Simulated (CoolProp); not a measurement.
m-xylene at several states: fugacity coefficient from the reference equation and from simpler models built on Tc = 616.9 K, pc = 3.535 MPa, ω = 0.326; each cubic takes its own stable root.

Model: reference Helmholtz-energy equation of state, Zhou 2012, in CoolProp.

```tsv
T (K)	p (MPa)	phase	reference
258.9	0.0262	liquid	0.002910
421.6	0.532	liquid	0.2354
425.7	10.2	liquid	0.01995
423.3	0.127	gas	0.9529
```

Question: How far does each simpler model (van der Waals, Soave-Redlich-Kwong, Peng-Robinson) lie from the reference over these 4 states: mean and median of the absolute difference, and the worst?

Answer: 
- van der Waals: mean 8612.9 %, median 358.8 %, worst +33731.6 % at 258.9 K and 0.0262 MPa
- Soave-Redlich-Kwong: mean 4.2 %, median 3.7 %, worst -8.8 % at 258.9 K and 0.0262 MPa
- Peng-Robinson: mean 2.7 %, median 0.7 %, worst +8.8 % at 258.9 K and 0.0262 MPa

At some of these states van der Waals gives the other phase, because its saturation line lies elsewhere.
